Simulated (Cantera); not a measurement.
Cantera run, input and output.

```python
import numpy as np
import cantera as ct

gas = ct.Solution("gri30.yaml")
gas.TPX = 500, 500000, {'CH4': 1, 'O2': 2, 'N2': 5.6}
flame = ct.FreeFlame(gas, width=0.013)
flame.set_refine_criteria(ratio=3, slope=0.08, curve=0.16)
flame.transport_model = "mixture-averaged"
flame.solve(loglevel=0, auto=True)
flame.transport_model = "multicomponent"
flame.soret_enabled = True
flame.solve(loglevel=0, refine_grid=True)
z, T = flame.grid, flame.T
thick = (T[-1] - T[0]) / np.gradient(T, z).max()
show = ['CH4', 'O2', 'N2O', 'C2H6', 'HCN', 'C2H4']
print(f"laminar burning velocity  {flame.velocity[0] * 100:.3f} cm/s")
print(f"burnt temperature         {T[-1]:.1f} K")
print(f"thermal thickness         {thick * 1e3:.4f} mm")
print(f"grid points               {len(z)}")
z0 = z[flame.heat_release_rate.argmax()]
print(f"{'z/mm':>9s}{'T/K':>9s}{'u/(m/s)':>9s}" + "".join(f"{s:>11s}" for s in show))
rows = []
for k in (-3, -2, -1.5, -1, -0.5, -0.25, 0, 0.25, 0.5, 1, 2, 4, 8):
    zz = z0 + k * thick
    rows.append([k * thick, np.interp(zz, z, T), np.interp(zz, z, flame.velocity),
                 *(np.interp(zz, z, flame.X[gas.species_index(s)]) for s in show)])
    print(f"{rows[-1][0] * 1e3:9.3f}{rows[-1][1]:9.1f}{rows[-1][2]:9.3f}" + "".join(f"{x:11.3e}" for x in rows[-1][3:]))
```

It prints:

```
laminar burning velocity  87.159 cm/s
burnt temperature         2574.4 K
thermal thickness         0.0757 mm
grid points               166
     z/mm      T/K  u/(m/s)        CH4         O2        N2O       C2H6        HCN       C2H4
   -0.227    500.2    0.872  1.162e-01  2.324e-01  1.718e-12  2.151e-08  5.544e-11  1.819e-08
   -0.151    502.4    0.877  1.157e-01  2.321e-01  3.443e-11  4.649e-07  1.063e-09  3.459e-07
   -0.114    512.1    0.895  1.144e-01  2.315e-01  2.518e-10  3.614e-06  7.497e-09  2.424e-06
   -0.076    588.5    1.033  1.073e-01  2.265e-01  3.436e-09  5.445e-05  9.638e-08  3.100e-05
   -0.038   1077.1    1.918  7.458e-02  1.830e-01  4.823e-08  7.769e-04  1.258e-06  4.001e-04
   -0.019   1562.6    2.817  4.021e-02  1.303e-01  1.227e-07  9.851e-04  3.158e-06  8.230e-04
    0.000   2011.2    3.661  8.839e-03  7.226e-02  2.385e-07  9.851e-05  6.167e-06  4.352e-04
    0.019   2207.7    4.015  5.417e-04  4.003e-02  3.721e-07  3.543e-07  5.120e-06  1.786e-05
    0.038   2281.3    4.128  1.649e-05  2.903e-02  4.657e-07  3.097e-10  1.801e-06  1.634e-07
    0.076   2369.1    4.259  2.979e-08  2.260e-02  5.142e-07  2.226e-15  1.763e-07  3.845e-11
    0.151   2461.7    4.401  1.341e-12  1.826e-02  5.388e-07  8.650e-17  3.624e-09  9.884e-16
    0.303   2534.3    4.512  2.901e-15  1.494e-02  5.599e-07 -4.299e-18  1.143e-10 -4.863e-17
    0.606   2569.7    4.564  2.065e-15  1.316e-02  5.662e-07 -1.332e-18  1.271e-10 -2.504e-17
```

Model: GRI-Mech 3.0 (53 species, 325 reactions), integrated in Cantera. Burning velocities carry a grid error of a few per cent, more on coarse grids.
